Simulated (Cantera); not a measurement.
## Thermodynamics of tantalum, niobium, vanadium and zirconium in process gases, feed Nb + H₂O

A closed system holds: 1 mol Nb, a varied amount of H₂O, at 0.540 Pa.

These are equilibrium values from Cantera (NASA tables, ideal gas, pure condensed phases), not measurements of a reactor. Candidate condensed phases: H₂O, Nb, NbO, NbO₂, Nb₂O₅; 12 gas species. Condensed phases not in the tables: N, O or C dissolved in the metal. Kinetics and transport are ignored.

Stable condensed phases:

```
T in K \ n(H₂O) in mol
         0.61 0.77 0.97  1.2  1.5  1.9  2.4  3.1
   2725     A    B    B    B    B    B    B    B
   2700     A    A    B    B    B    B    B    B
   2675     A    A    B    B    B    B    B    B
   2650     A    A    B    B    B    B    B    B
   2625     A    A    B    B    B    B    B    B
   2600     A    A    B    B    B    B    B    B
   2575     A    A    B    B    B    B    B    B
   2550     A    A    A    B    B    B    B    B
   2525     A    A    A    B    B    B    B    B
   2500     A    A    A    B    B    B    B    B
   2475     A    A    A    B    B    B    B    B
   2450     A    A    A    B    B    B    B    B
   2425     A    A    A    B    B    B    B    B
   2400     A    A    A    B    B    B    B    B
```

A: Nb; B: gas only.
